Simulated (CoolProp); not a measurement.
Vapour-liquid equilibrium of sulfur hexafluoride (1) + CH2F2 (R32) (2) at 245.5 K; x and y are mole fractions of (1).

Model: multi-fluid Helmholtz-energy mixture model, Guder 2009 and Tillner-Roth 1997; pair parameters Bell 2016, in CoolProp.

```tsv
x	bubble pressure, mixture model (kPa)	bubble pressure, Raoult's law (kPa)	y, mixture model	y, Raoult's law
0.05	475.1	312.6	0.370	0.085
0.125	617.8	330.1	0.526	0.202
0.2	680.4	347.6	0.579	0.307
0.275	705.0	365.1	0.600	0.402
0.35	713.5	382.6	0.608	0.489
0.425	716.3	400.1	0.612	0.567
0.5	717.8	417.6	0.614	0.640
0.575	719.1	435.1	0.619	0.706
0.65	719.4	452.6	0.629	0.767
0.725	715.8	470.1	0.648	0.824
0.8	703.2	487.6	0.681	0.877
0.875	672.4	505.1	0.741	0.926
0.95	608.0	522.6	0.855	0.971
```

The largest gap from Raoult's law is +95.7 % in bubble pressure, at x = 0.2. y crosses x between x = 0.575 and 0.65: the model has an azeotrope there.

Pair parameters are fitted to limited data, so mixtures are less certain than the pure fluids. With so large a gap from Raoult's law the liquid may split in two, which this calculation doesn't test in full.
